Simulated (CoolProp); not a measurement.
Values from CoolProp's reference Helmholtz-energy equation of state, Lemmon 2006. It is a short technical equation, of lower accuracy than the large ones.

**Question.** For nitrous oxide, give the phase and the Z, Joule-Thomson coefficient (K/MPa), isothermal compressibility (1/MPa), expansivity (1/kK) at -43.95 °C and 22400 kPa; -43.95 °C and 36200 kPa.

**Answer.** 
- -43.95 °C and 22400 kPa: liquid; Z 0.455, Joule-Thomson coefficient -0.220, isothermal compressibility 0.00166, expansivity 2.51
- -43.95 °C and 36200 kPa: liquid; Z 0.720, Joule-Thomson coefficient -0.255, isothermal compressibility 0.00137, expansivity 2.23
